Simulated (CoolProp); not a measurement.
Vapour-liquid equilibrium of n-heptane (1) + toluene (2) at 18.35 °C; x and y are mole fractions of (1).

Model: multi-fluid Helmholtz-energy mixture model, Span 2003 and Lemmon 2006; pair parameters Bell 2016, in CoolProp.

Q: Give the bubble pressure and the first vapour's composition at x = 0.25, 0.35, 0.75. Is there an azeotrope?

A: x = 0.25: 0.03474 bar, y = 0.401; x = 0.35: 0.03673 bar, y = 0.493; x = 0.75: 0.04172 bar, y = 0.793. No azeotrope shows between x = 0.05 and 0.95.

Pair parameters are fitted to limited data, so mixtures are less certain than the pure fluids.
